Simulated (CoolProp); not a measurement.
Acetone at several states: fugacity coefficient from the reference equation and from simpler models built on Tc = 508.1 K, pc = 4.692 MPa, ω = 0.307; each cubic takes its own stable root.

Model: reference Helmholtz-energy equation of state, Lemmon 2006, in CoolProp. It is a short technical equation, of lower accuracy than the large ones.

| T (K) | p (MPa) | phase | reference |
|---|---|---|---|
| 303.6 | 4.68 | liquid | 0.009207 |
| 206.1 | 0.207 | liquid | 0.0003180 |
| 538.4 | 8.55 | supercritical | 0.4972 |

### Question
How far does each simpler model (Soave-Redlich-Kwong, Peng-Robinson) lie from the reference over these 3 states: mean and median of the absolute difference, and the worst?

### Answer
- Soave-Redlich-Kwong: mean 8.9 %, median 9.2 %, worst -15.9 % at 206.1 K and 0.207 MPa
- Peng-Robinson: mean 2.6 %, median 2.1 %, worst +3.8 % at 538.4 K and 8.55 MPa
